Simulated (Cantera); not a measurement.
An adiabatic, constant-pressure homogeneous reactor starts with 3.94 % CH₄, 0.158 % C₂H₆, 5.52 % C₃H₈, 19.0 % O₂, 71.4 % N₂, equivalence ratio 1.9, at 1150 K and 4800 Torr.

Model: GRI-Mech 3.0 (53 species, 325 reactions), integrated in Cantera. GRI-Mech 3.0 was tuned for natural gas; its chemistry of propane as a main component is partial and can be far from experiment.

### Question
Predict: time of steepest temperature rise; temperature at 0.400 s; equilibrium temperature; x(HCN) at 0.400 s; x(CO₂) at 0.400 s.

### Answer
- time of steepest temperature rise = 6.26 ms
- temperature at 0.400 s = 2362 K
- equilibrium temperature = 2362 K
- x(HCN) at 0.400 s = 6.11e-7 (gas-phase equilibrium 6.11e-7)
- x(CO₂) at 0.400 s = 0.0227 (gas-phase equilibrium 0.0227)
